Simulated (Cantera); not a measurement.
A closed system holds: 1 mol Cu2O, 5.4 mol CO, 0.14 mol H2, 4.9 mol CH4, held at 10.0 mbar.

Cantera equilibrium calculation (NASA polynomials, part measured and part estimated; ideal gas, pure solids and liquids). Candidate condensed phases: C, C6H6, C7H8, C8H18, Cu, CuO, Cu(OH)2, Cu2O, H2O; 113 gas species. Equilibrium is a limit: real reactors are often held back by kinetics, nucleation or transport. All values below are at 1948 K.

Base state: H2 0.535, CO 0.348, Cu 0.108, H 0.00827, C2H2 (acetylene) 0.000289, Cu2 0.000154 (mole fractions); condensed: C(graphite).

Problem. What changes in the equilibrium state with this change: Cu2O replaced by Fe2O3?

Solution. 
| species | before | after |
|---|---|---|
| H2 | 0.535 | 0.525 |
| CO | 0.348 | 0.447 |
| Fe | 0 | 0.0200 |
| Cu | 0.108 | 0 |
| Cu2 | 0.000154 | 0 |
| C2H2 (acetylene) | 0.000289 | 0.000283 |
| C(graphite), mol | 3.89 | 1.89 |
| Fe(l), mol | 0 | 1.62 |
Iron dissolves carbon and melts from about 1420 K in contact with it, which pure phases cannot show. Condensed phases not in the tables: cementite and carbon dissolved in iron. Further candidate phases: Fe, Fe(CO)5, FeO, Fe(OH)2, Fe(OH)3, Fe2O3, Fe3O4.
